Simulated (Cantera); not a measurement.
What does this Cantera script print?

```python
import numpy as np
import cantera as ct

gas_names = [...]  # 113 gases of nasa_gas.yaml made of C, H, O, Ta
cond_names = """
    C(gr) C6H6(L) C7H8(L) C8H18(L),n-octa H2O(s) H2O(L) Ta(cr) Ta(L) TaC(s) TaC(L) Ta2O5(s) Ta2O5(L)
""".split()


# ... load() reads the species with a 1 bar reference pressure and builds the phases ...
atoms = {
    'Ta2O5': {'Ta': 2, 'O': 5},
    'C': {'C': 1},
    'H2': {'H': 2},
}
top_T = {'C(gr)': 4500}  # K; cautious upper limits of use, not melting points


# ... equilibrate(T, P, feed) seeds the gas with the atoms and calls Mixture.equilibrate('TP', solver="vcs", rtol=1e-11, max_steps=5000) ...
results = []
feed = {'Ta2O5': 1, 'C': 0.74, 'H2': 5.2}  # mol
P = 1333.22  # Pa
for T in [1898, 1948, 1998, 2048, 2098, 2148, 2198, 2248, 2298, 2348, 2398, 2448]:
    mix = equilibrate(T, P, feed)
    results.append((T, P, feed, dict(zip(mix.species_names, mix.species_moles))))

top = {s: max(r[3][s] / sum(r[3][g] for g in gas_names) for r in results) for s in gas_names}
cols = sorted((s for s in top if top[s] > 1e-05), key=lambda s: -top[s])[:9]
seen = [c for c in cond_names if any(r[3].get(c, 0) > 1e-12 for r in results)]
print("log10 of partial pressures in bar; condensed amounts in mol")
print(f"{'T/K':>10s}" + "".join(f"{s[:9]:>10s}" for s in cols + seen))
for T, P, feed, n in results:
    ng = sum(n[g] for g in gas_names)
    print(f"{T:10.4g}" + "".join(f"{np.log10(max(n[s] / ng * P / 1e5, 1e-99)):10.3f}" for s in cols)
          + "".join(f"{n.get(c, 0):10.4g}" for c in seen))
```

Output:

```
log10 of partial pressures in bar; condensed amounts in mol
       T/K        H2         H        CO      TaO2       TaO       H2O        OH       CO2         O    Ta(cr)    TaC(s)  Ta2O5(s)  Ta2O5(L)
      1898    -1.920    -4.067    -2.913    -6.813    -7.567    -4.821    -8.055    -6.437   -10.326         0    0.2133    0.8933         0
      1948    -1.938    -3.916    -2.782    -6.382    -7.098    -4.777    -7.798    -6.263    -9.906     0.299         0    0.8504         0
      1998    -1.940    -3.765    -2.783    -5.993    -6.711    -4.681    -7.508    -6.184    -9.469    0.2997         0    0.8499         0
      2048    -1.942    -3.621    -2.784    -5.624    -6.344    -4.591    -7.233    -6.110    -9.053    0.3004         0    0.8492         0
      2098    -1.946    -3.485    -2.785    -5.298    -6.007    -4.518    -6.983    -6.051    -8.668    0.3009         0         0    0.8482
      2148    -1.950    -3.355    -2.788    -4.993    -5.689    -4.453    -6.749    -5.999    -8.305    0.3011         0         0    0.8467
      2198    -1.956    -3.232    -2.790    -4.703    -5.386    -4.394    -6.526    -5.950    -7.959    0.3007         0         0    0.8442
      2248    -1.964    -3.116    -2.794    -4.428    -5.097    -4.339    -6.316    -5.905    -7.629    0.2991         0         0      0.84
      2298    -1.974    -3.006    -2.799    -4.165    -4.821    -4.290    -6.116    -5.863    -7.313    0.2954         0         0    0.8329
      2348    -1.987    -2.902    -2.806    -3.915    -4.558    -4.247    -5.926    -5.826    -7.011    0.2879         0         0    0.8208
      2398    -2.004    -2.805    -2.816    -3.677    -4.306    -4.210    -5.748    -5.793    -6.722    0.2739         0         0    0.8002
      2448    -2.027    -2.714    -2.829    -3.449    -4.066    -4.182    -5.580    -5.766    -6.446    0.2489         0         0    0.7655
```

Method: chemical equilibrium by Gibbs-energy minimisation in Cantera with the NASA 1993 tables (ideal gas, pure condensed phases). Mutual solubility and eutectic melting of coexisting phases are not modelled. TaC: taken at fixed stoichiometry. Condensed phases not in the tables: Ta2C, N, O or C dissolved in the metal.
